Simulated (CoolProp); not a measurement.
Properties of R152A at several states.

Values from CoolProp's reference Helmholtz-energy equation of state, Outcalt 1996. It is a modified Benedict-Webb-Rubin equation, recast in Helmholtz form.

```csv
T (K),p (kPa),phase,Z,viscosity (µPa s),conductivity (mW/(m K)),fugacity coefficient
443,1720,gas,[?],[?],29.4,[?]
493.7,31.5,gas,0.9989,18.1,[?],0.9990
498.6,3490,gas,[?],[?],[?],[?]
```

Q: Some entries are withheld; supply them.

A: 
- 443, Z: 0.9102
- 443, viscosity (µPa s): 16.6
- 443, fugacity coefficient: 0.9155
- 493.7, conductivity (mW/(m K)): 33.1
- 498.6, Z: 0.8861
- 498.6, viscosity (µPa s): 18.8
- 498.6, conductivity (mW/(m K)): 36.0
- 498.6, fugacity coefficient: 0.8931

Viscosity comes from a separate model (Bell 2016), an estimate that may be off by 10 % or more. Thermal conductivity comes from a separate model (Krauss 1996).
